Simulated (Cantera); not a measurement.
Charge: 1 mol HMDSO, 5.9 mol O₃, held at 23.0 Pa.

Cantera equilibrium calculation (NASA polynomials, part measured and part estimated; ideal gas, pure solids and liquids). Candidate condensed phases: C, C₆H₆, C₇H₈, C₈H₁₈, H₂O, Si, SiC, SiO₂; 123 gas species. The feed counts by its element totals alone. Rates play no part. All values below are at 1025 K.

Base state: H₂O 0.333, H₂ 0.267, CO₂ 0.247, CO 0.153 (mole fractions); condensed: SiO₂(β-quartz).

What changes in the equilibrium state with this change: O₃ from 5.9 to 3.6 mol?


| species | before | after |
|---|---|---|
| H₂ | 0.267 | 0.535 |
| CO | 0.153 | 0.345 |
| H₂O | 0.333 | 0.0653 |
| CO₂ | 0.247 | 0.0547 |
| SiO₂(β-quartz), mol | 2.00 | 2.00 |
